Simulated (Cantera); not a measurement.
Input: 1 mol C₂F₆, 0.17 mol H₂, at 2098 K and 2.70 Pa.

Method: chemical equilibrium by Gibbs-energy minimisation in Cantera with the NASA 1993 tables (ideal gas, pure condensed phases). The feed counts by its element totals alone. Kinetics and transport are ignored.

```csv
species,before,after
F,0.868,0.789
CF₂,0.0648,0.137
HF,0.0604,0.0649
CF₄,0.000195,0.00222
CF₃,0.000125,0.000613
C₃,1.02e-5,4.00e-6
H,1.47e-5,6.78e-6
CF,0.00638,0.00580
"C(graphite), mol",1.60,1.24
```
Gas species are given as mole fractions.

Q: What was changed between the two runs?
A. H₂ from 0.17 to 3.1 mol
B. pressure from 2.70 Pa to 6.90 Pa
C. temperature from 2098 K to 2748.15 K
D. H₂ from 0.17 to 7 mol

A: B, pressure from 2.70 Pa to 6.90 Pa. Gases not in the tables: C₂F₆ and larger saturated fluorocarbons
